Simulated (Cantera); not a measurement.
A Cantera script and its output.

```python
import numpy as np
import cantera as ct

gas = ct.Solution("gri30.yaml")
gas.TPX = 2050, 16000, {'CH4': 1, 'CO2': 1.5}
inlet = ct.Reservoir(gas, clone=True)

reactor = ct.IdealGasConstPressureReactor(gas, energy="off", clone=False)
exhaust = ct.Reservoir(gas, clone=True)
tau = [22, 9.9, 4.4, 1.9, 0.86, 0.38, 0.17, 0.074, 0.033, 0.015, 0.0065][0]
for a, b in ((inlet, reactor), (reactor, exhaust)):
    ct.MassFlowController(a, b, mdot=lambda t: reactor.mass / tau)
net = ct.ReactorNet([reactor])
show = ['CH4', 'CO2', 'H2O2', 'H', 'HCO', 'CH2', 'C2H']

rows = []
print(f"{'tau/s':>10s}{'T/K':>9s}" + "".join(f"{s:>11s}" for s in show))
for tau in [22, 9.9, 4.4, 1.9, 0.86, 0.38, 0.17, 0.074, 0.033, 0.015, 0.0065]:
    net.initial_time = 0.0
    net.advance(30 * tau)
    before = gas.X
    net.advance(40 * tau)
    drift = np.max(np.abs(gas.X - before) / (gas.X + 1e-9))
    rows.append([gas.T, *gas[show].X, drift])
    print(f"{tau:10.3e}{gas.T:9.1f}" + "".join(f"{x:11.3e}" for x in gas[show].X))
```

Result:

```
     tau/s      T/K        CH4        CO2       H2O2          H        HCO        CH2        C2H
 2.200e+01   2050.0  7.543e-05  2.631e-02  1.566e-11  3.137e-03  8.852e-08  1.424e-07  7.927e-10
 9.900e+00   2050.0  1.798e-04  2.638e-02  1.449e-11  3.003e-03  8.895e-08  3.122e-07  4.095e-09
 4.400e+00   2050.0  4.121e-04  2.657e-02  1.366e-11  2.893e-03  9.376e-08  6.682e-07  1.997e-08
 1.900e+00   2050.0  8.958e-04  2.708e-02  1.333e-11  2.805e-03  1.066e-07  1.380e-06  8.861e-08
 8.600e-01   2050.0  1.716e-03  2.836e-02  1.365e-11  2.718e-03  1.297e-07  2.537e-06  3.035e-07
 3.800e-01   2050.0  3.094e-03  3.148e-02  1.517e-11  2.593e-03  1.710e-07  4.370e-06  8.865e-07
 1.700e-01   2050.0  5.174e-03  3.802e-02  1.888e-11  2.412e-03  2.417e-07  6.929e-06  2.093e-06
 7.400e-02   2050.0  8.382e-03  5.093e-02  2.632e-11  2.155e-03  3.713e-07  1.048e-05  4.206e-06
 3.300e-02   2050.0  1.312e-02  7.293e-02  3.711e-11  1.849e-03  5.881e-07  1.487e-05  7.012e-06
 1.500e-02   2050.0  2.067e-02  1.086e-01  4.700e-11  1.531e-03  9.240e-07  1.970e-05  9.893e-06
 6.500e-03   2050.0  3.544e-02  1.691e-01  4.697e-11  1.243e-03  1.455e-06  2.413e-05  1.183e-05
```

Model: GRI-Mech 3.0 (53 species, 325 reactions), integrated in Cantera.
